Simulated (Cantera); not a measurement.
**C₂H₄ + H₂ + H₂O (carbon deposition, reforming and gasification)**

Input: 1 mol C₂H₄, 4.4 mol H₂, 1.4 mol H₂O, at 1923.15 K and 0.113 Torr.

Cantera equilibrium calculation (NASA polynomials, part measured and part estimated; ideal gas, pure solids and liquids). Candidate condensed phases: C, C₆H₆, C₇H₈, C₈H₁₈, H₂O; 110 gas species. The numbers say what is thermodynamically allowed, not how fast it happens.

x(H₂): 0.784
x(CO): 0.147
x(H): 0.0682
x(C₂H₂ (acetylene)): 0.000354
n(C(graphite)): 0.593 mol
gas amount: 9.525 mol
